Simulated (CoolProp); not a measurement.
Vapour-liquid equilibrium of methane (1) + ethylene (2) at 0.163 MPa; x and y are mole fractions of (1).

Model: multi-fluid Helmholtz-energy mixture model, Setzmann 1991 and Smukala 2000; pair parameters Bell 2016, in CoolProp.

Q: Give the bubble temperature and the first vapour's composition at x = 0.05, 0.35, 0.5. Is there an azeotrope?

A: x = 0.05: 161.5 K, y = 0.627; x = 0.35: 128.9 K, y = 0.982; x = 0.5: 124.9 K, y = 0.990. No azeotrope shows between x = 0.05 and 0.95.

The pair parameters rest on a limited set of measurements; away from them the model extrapolates.
